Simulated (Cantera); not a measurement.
Input: 1 mol Si, 0.73 mol HCl, 1.5 mol H2, equilibrated at 443 Torr.

Method: chemical equilibrium by Gibbs-energy minimisation in Cantera with the NASA 1993 tables (ideal gas, pure condensed phases). Candidate condensed phases: Si; 19 gas species. The tables' values for SiCl3 are old estimates; treat these amounts as uncertain. Equilibrium is a limit: real reactors are often held back by kinetics, nucleation or transport. All values below are at 1027 °C.

Base state: H2 0.844, HCl 0.0697, SiCl4 0.0381, SiHCl3 0.0210, SiCl2 0.0153, SiCl3 0.00993, SiH2Cl2 0.00164, SiH3Cl 3.58e-5 (mole fractions); condensed: Si(s).

Q: What changes in the equilibrium state with this change: pressure from 443 Torr to 278 Torr?

A: 
```csv
species,before,after
H2,0.844,0.838
HCl,0.0697,0.0770
SiCl4,0.0381,0.0360
SiCl2,0.0153,0.0189
SiHCl3,0.0210,0.0179
SiCl3,0.00993,0.0107
SiH3Cl,3.58e-5,2.46e-5
SiH2Cl2,0.00164,0.00125
"Si(s), mol",0.820,0.822
```
